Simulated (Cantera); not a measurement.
Charge: 1 mol FeCl₃, 0.24 mol O₂, 34 mol H₂, 0.34 mol H₂O, at 1325 K and 7.50 Torr.

These are equilibrium values from Cantera (NASA tables, ideal gas, pure condensed phases), not measurements of a reactor. Candidate condensed phases: Fe, FeCl₂, FeCl₃, FeO, Fe(OH)₂, Fe(OH)₃, Fe₂O₃, Fe₃O₄, H₂O; 22 gas species. Equilibrium is a limit: real reactors are often held back by kinetics, nucleation or transport.

Base state: H₂ 0.897, HCl 0.0768, H₂O 0.0229, FeCl₂ 0.00344, H 1.55e-5 (mole fractions); condensed: Fe(γ).

Question: What changes in the equilibrium state with this change: temperature from 1325 K to 2125 K?

Answer: 
```json
[
 {"species": "H₂", "before": "0.897", "after": "0.841"},
 {"species": "HCl", "before": "0.0768", "after": "0.0747"},
 {"species": "H", "before": "1.55e-5", "after": "0.0333"},
 {"species": "Fe", "before": "2.20e-7", "after": "0.0250"},
 {"species": "H₂O", "before": "0.0229", "after": "0.0218"},
 {"species": "OH", "before": "5.77e-9", "after": "0.000107"},
 {"species": "FeO", "before": "<1e-9", "after": "1.71e-5"},
 {"species": "FeCl", "before": "5.80e-9", "after": "5.69e-5"},
 {"species": "Cl", "before": "1.11e-6", "after": "0.00217"},
 {"species": "Fe(γ), mol", "before": "0.877", "after": "0"}
]
```
